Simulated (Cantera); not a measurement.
Charge: 1 mol SiCl4, 15 mol H2, at 13300 Pa.

These are equilibrium values from Cantera (NASA tables, ideal gas, pure condensed phases), not measurements of a reactor. Candidate condensed phases: Si; 19 gas species. Rates play no part.

Task: What share of the Si ends up in condensed phases as a function of T (K), at 975, 1000, 1025, 1050, 1075, 1100, 1125, 1150, 1175, 1200, 1225, 1250, 1275?

Result: 
```tsv
T (K)	Si condensed (%)	as
975	0.0	-
1000	0.0	-
1025	0.0	-
1050	0.2	Si(s)
1075	1.6	Si(s)
1100	3.1	Si(s)
1125	4.5	Si(s)
1150	5.9	Si(s)
1175	7.2	Si(s)
1200	8.3	Si(s)
1225	9.1	Si(s)
1250	9.6	Si(s)
1275	9.8	Si(s)
```
